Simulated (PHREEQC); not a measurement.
Consider water at 20 °C with 0.0038 mol HF, 0.12 mol NH4HF2, 0.00091 mol H4SiO4 and 5e-05 mol H2SO4 per kg of water. Closed to the air; pH follows from the charge balance.

Computed with PHREEQC (ion-association model, phreeqc.dat).

Problem. The ionic strength comes out as 0.122 mol/kgw. What activity coefficients do HF2-, NH4+, HSO4-, SO4-2, F- get?

Solution. HF2- 0.77, NH4+ 0.73, HSO4- 0.77, SO4-2 0.35, F- 0.75.

No solid was allowed to form. SiF6-2 is the database's only silicon fluoride.
